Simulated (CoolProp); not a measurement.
Vapour-liquid equilibrium of R22 (1) + R152A (2) at 226.2 K; x and y are mole fractions of (1).

The numbers come from the multi-fluid Helmholtz-energy mixture model, Kamei 1995 and Outcalt 1996; pair parameters Bell 2016 in CoolProp.

```csv
x,"bubble pressure, mixture model (MPa)","bubble pressure, Raoult's law (MPa)","y, mixture model","y, Raoult's law"
0.05,0.03415,0.03470,0.093,0.109
0.2,0.03916,0.04111,0.335,0.366
0.35,0.04469,0.04752,0.530,0.555
0.5,0.05086,0.05393,0.689,0.698
0.65,0.05770,0.06035,0.814,0.811
0.8,0.06509,0.06676,0.911,0.902
0.95,0.07276,0.07317,0.981,0.978
```

The largest gap from Raoult's law is -6.0 % in bubble pressure, at x = 0.35. No azeotrope shows between x = 0.05 and 0.95.

Pair parameters are fitted to limited data, so mixtures are less certain than the pure fluids.
